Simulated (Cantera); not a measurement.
A perfectly stirred reactor is fed with 55.7 % N₂O, 0.212 % H₂, 44.0 % N₂, at 0.132 atm; it is held at 1575 K, and followed from long to short residence time.

Detailed kinetics in Cantera: GRI-Mech 3.0 (53 species, 325 reactions). GRI-Mech 3.0 was tuned for natural gas; its chemistry of N2O as a main component is partial and can be far from experiment. The temperature is held fixed by assumption; the heat of reaction is taken as removed at once.

One state of this run: x N₂O = 0.0415; x H₂ = 4.60e-6; x H₂O = 0.00164; x HO₂ = 8.13e-8; x O = 0.000107; x NO = 0.0943; x O₂ = 0.154. x: mole fraction; the columns are a selection and need not sum to one.

Q: Which value of τ (s) does it belong to?
(A) 0.012
(B) 0.00024
(C) 0.59
(D) 0.084

A: C, 0.59
